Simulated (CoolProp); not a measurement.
R1336mzz(Z) at 293.15 K and 0.0102 MPa is throttled through a valve to 0.00582 MPa with no heat exchange. Each further row changes one setting.

Values from CoolProp's reference Helmholtz-energy equation of state, McLinden 2020.

| case | temperature change (K) | final density (kg/m³) |
|---|---|---|
| as stated | -0.2 | [?] |
| outlet pressure 0.00175 MPa | [?] | [?] |
| outlet pressure 0.00757 MPa | [?] | [?] |

Q: Complete the blanks.

A: 
- as stated, final density (kg/m³): 0.393
- outlet pressure 0.00175 MPa, temperature change (K): -0.3
- outlet pressure 0.00175 MPa, final density (kg/m³): 0.118
- outlet pressure 0.00757 MPa, temperature change (K): -0.1
- outlet pressure 0.00757 MPa, final density (kg/m³): 0.512
